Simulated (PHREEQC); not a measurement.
A solution holds 32 mmol/kgw CdSO4 and 0.14 mmol/kgw Al2(SO4)3, at 25 °C. Closed to the air; pH follows from the charge balance.

The numbers come from PHREEQC with the ion-association model, phreeqc.dat.

Each row changes one thing in this solution. Precipitation was switched off in this run.

```json
[
 {"case": "as made", "pH": "4.91", "ionic strength (mol/kgw)": "0.0690", "SO4-2 (mol/kgw)": "0.0151", "AlSO4+ (mol/kgw)": "0.000188", "Al(SO4)2- (mol/kgw)": "3.75e-5", "Al+3 (mol/kgw)": "3.58e-5", "SI of Al(OH)3(a) (Al(OH)3)": "-1.19"},
 {"case": "Al2(SO4)3 from 0.00014 to 7e-05 mol/kgw", "pH": "5.04", "ionic strength (mol/kgw)": "0.0688", "SO4-2 (mol/kgw)": "0.0150", "AlSO4+ (mol/kgw)": "9.10e-5", "Al(SO4)2- (mol/kgw)": "1.82e-5", "Al+3 (mol/kgw)": "1.74e-5", "SI of Al(OH)3(a) (Al(OH)3)": "-1.12"},
 {"case": "CdSO4 replaced by Cd(NO3)2 at the same molality", "pH": "4.48", "ionic strength (mol/kgw)": "0.0936", "SO4-2 (mol/kgw)": "0.000183", "AlSO4+ (mol/kgw)": "1.20e-5", "Al(SO4)2- (mol/kgw)": "2.63e-8", "Al+3 (mol/kgw)": "0.000232", "SI of Al(OH)3(a) (Al(OH)3)": "-1.73"},
 {"case": "CdSO4 replaced by Li2SO4 at the same molality", "pH": "5.07", "ionic strength (mol/kgw)": "0.0904", "SO4-2 (mol/kgw)": "0.0291", "AlSO4+ (mol/kgw)": "0.000179", "Al(SO4)2- (mol/kgw)": "6.33e-5", "Al+3 (mol/kgw)": "2.12e-5", "SI of Al(OH)3(a) (Al(OH)3)": "-1.01"},
 {"case": "0.0013 mol/kgw HF added", "pH": "3.25", "ionic strength (mol/kgw)": "0.0694", "SO4-2 (mol/kgw)": "0.0150", "AlSO4+ (mol/kgw)": "5.66e-9", "Al(SO4)2- (mol/kgw)": "1.12e-9", "Al+3 (mol/kgw)": "1.09e-9", "SI of Al(OH)3(a) (Al(OH)3)": "-10.70"}
]
```

Complexes and solids missing from the database can't appear. Some of these states are supersaturated (in Gibbsite (slow to form), for instance).
